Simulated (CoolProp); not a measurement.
Vapour-liquid equilibrium of R143a (1) + fluoroethane (R161) (2) at 305.4 K; x and y are mole fractions of (1).

Values from CoolProp's multi-fluid Helmholtz-energy mixture model, Lemmon and Jacobsen 2000 and Wu 2012; pair parameters Bell 2016.

```json
[
 {"x": "0.05", "bubble pressure, mixture model (MPa)": "1.143", "bubble pressure, Raoult's law (MPa)": "1.141", "y, mixture model": "0.064", "y, Raoult's law": "0.066"},
 {"x": "0.15", "bubble pressure, mixture model (MPa)": "1.186", "bubble pressure, Raoult's law (MPa)": "1.181", "y, mixture model": "0.185", "y, Raoult's law": "0.193"},
 {"x": "0.25", "bubble pressure, mixture model (MPa)": "1.228", "bubble pressure, Raoult's law (MPa)": "1.220", "y, mixture model": "0.298", "y, Raoult's law": "0.311"},
 {"x": "0.35", "bubble pressure, mixture model (MPa)": "1.268", "bubble pressure, Raoult's law (MPa)": "1.260", "y, mixture model": "0.404", "y, Raoult's law": "0.421"},
 {"x": "0.45", "bubble pressure, mixture model (MPa)": "1.307", "bubble pressure, Raoult's law (MPa)": "1.299", "y, mixture model": "0.505", "y, Raoult's law": "0.525"},
 {"x": "0.55", "bubble pressure, mixture model (MPa)": "1.346", "bubble pressure, Raoult's law (MPa)": "1.339", "y, mixture model": "0.601", "y, Raoult's law": "0.623"},
 {"x": "0.65", "bubble pressure, mixture model (MPa)": "1.384", "bubble pressure, Raoult's law (MPa)": "1.379", "y, mixture model": "0.694", "y, Raoult's law": "0.715"},
 {"x": "0.75", "bubble pressure, mixture model (MPa)": "1.422", "bubble pressure, Raoult's law (MPa)": "1.418", "y, mixture model": "0.785", "y, Raoult's law": "0.802"},
 {"x": "0.85", "bubble pressure, mixture model (MPa)": "1.460", "bubble pressure, Raoult's law (MPa)": "1.458", "y, mixture model": "0.872", "y, Raoult's law": "0.885"},
 {"x": "0.95", "bubble pressure, mixture model (MPa)": "1.498", "bubble pressure, Raoult's law (MPa)": "1.497", "y, mixture model": "0.958", "y, Raoult's law": "0.963"}
]
```

The largest gap from Raoult's law is +0.6 % in bubble pressure, at x = 0.35. No azeotrope shows between x = 0.05 and 0.95.

Pair parameters are fitted to limited data, so mixtures are less certain than the pure fluids.
